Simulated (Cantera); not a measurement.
A perfectly stirred reactor is fed with 12.3 % NH₃, 87.4 % H₂, 0.344 % N₂, at 0.330 bar; it is held at 2025 K, and followed from long to short residence time.

Cantera simulation using the gas-phase N/H chemistry of the illustrative SiF4/NH3 mechanism in the Surface Chemkin manual (1991); the numbers are that mechanism's predictions, not measurements. Walls and surfaces, which speed up NH3 decomposition in real reactors, are not modelled.

Predict: x(NH₃) at τ = 5.50 s; x(H₂) at τ = 5.50 s; x(H) at τ = 5.50 s; x(N₂H₂) at τ = 5.50 s; x(N) at τ = 5.50 s; x(NH₃) at τ = 0.160 s; x(H₂) at τ = 0.160 s; x(H) at τ = 0.160 s; x(N₂H₂) at τ = 0.160 s; x(N) at τ = 0.160 s.


```
Item                      Value
----------------------  -------
x(NH₃) at τ = 5.50 s    0.00281
x(H₂) at τ = 5.50 s       0.938
x(H) at τ = 5.50 s      0.00288
x(N₂H₂) at τ = 5.50 s   6.61e-9
x(N) at τ = 5.50 s      7.42e-7
x(NH₃) at τ = 0.160 s    0.0484
x(H₂) at τ = 0.160 s      0.914
x(H) at τ = 0.160 s     0.00120
x(N₂H₂) at τ = 0.160 s  2.06e-7
x(N) at τ = 0.160 s     9.88e-7
```
